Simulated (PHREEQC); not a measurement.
Make-up at 20 °C: 0.088 mol/kgw CuCl2, 0.00011 mol/kgw HCl and 0.13 mol/kgw FeCl3. Closed to the air; pH follows from the charge balance.

All values are PHREEQC results (ion-association model, phreeqc.dat), not measurements.

This is a speciation only: nothing precipitates in the calculation.

Task: Order these Cu species by the share of Cu that they hold, largest first: CuCl2, Cu+2, CuCl+.

Result: Cu+2 (82 %), CuCl+ (17 %), CuCl2 (1.3 %)

Task: Order these Cl species by the share of Cl that they hold, largest first: CuCl2, CuCl+, FeCl+2, FeCl2+, Cl-.

Result: Cl- (75 %), FeCl+2 (12 %), FeCl2+ (9.8 %), CuCl+ (2.6 %), CuCl2 (0.39 %)

The pH is 2.02 and the ionic strength 0.660 mol/kgw. Examples of supersaturated solids here: Hematite (slow to form), Goethite (slow to form). Others may be too.
